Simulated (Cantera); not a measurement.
Low-pressure radical oxidation in H2/O2

An isothermal, constant-pressure homogeneous reactor starts with 0.862 % H2, 99.1 % O2, equivalence ratio 0.0043, at 1250 K and 0.0120 bar.

Computed with Cantera and the H2/O2 subset of GRI-Mech 3.0, which has no nitrogen chemistry. Radical loss at walls, strong at low pressure, is not modelled.

```csv
t (s),x H2,x O2,x H2O2,x H2O,x OH
1.00e-5,0.00862,0.991,<1e-12,<1e-12,2.13e-11
4.46e-5,0.00862,0.991,<1e-12,1.33e-11,3.19e-10
0.000199,0.00862,0.991,<1e-12,6.20e-10,2.92e-9
0.000888,0.00862,0.991,6.39e-12,2.35e-8,2.75e-8
0.00396,0.00861,0.991,1.23e-10,1.02e-5,6.86e-6
0.0177,3.34e-5,0.983,1.34e-8,0.00805,0.000800
0.0788,2.60e-5,0.985,1.27e-8,0.00814,0.000723
0.352,1.36e-5,0.988,1.12e-8,0.00833,0.000523
1.57,2.64e-6,0.991,6.41e-9,0.00854,0.000232
7.00,2.43e-7,0.991,1.57e-9,0.00863,7.05e-5
```
x: mole fraction; the columns are a selection and need not sum to one.

Equilibrium at this temperature and pressure: H2 2.76e-9, O2 0.991, H2O2 3.48e-11, H2O 0.00866, OH 7.56e-6 (gas phase only).
